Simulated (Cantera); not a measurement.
An isothermal, constant-pressure homogeneous reactor starts with CH2O : O2 : N2 : CH4 = 0.0055 : 0.0028 : 1 : 0.023 (molar parts), equivalence ratio 18, at 1550 K and 0.612 atm.

Cantera simulation using GRI-Mech 3.0 (53 species, 325 reactions); the numbers are that mechanism's predictions, not measurements. GRI-Mech 3.0 stops at C3 and has no aromatics, soot or wall deposition, so with more carbon than oxygen in the feed, carbon stays in small species such as C2H2 where larger ones or solid carbon would form.

One state of this run: x CH2O = 4.08e-6; x O2 = 0.000739; x C2H6 = 5.35e-5; x H = 4.91e-6; x CO2 = 0.000118; x O = 1.91e-8; x CO = 0.00635. x: mole fraction; the columns are a selection and need not sum to one.

Which value of t (s) does it belong to?
A) 0.175
B) 0.0529
C) 70.0
D) 21.1

B, 0.0529
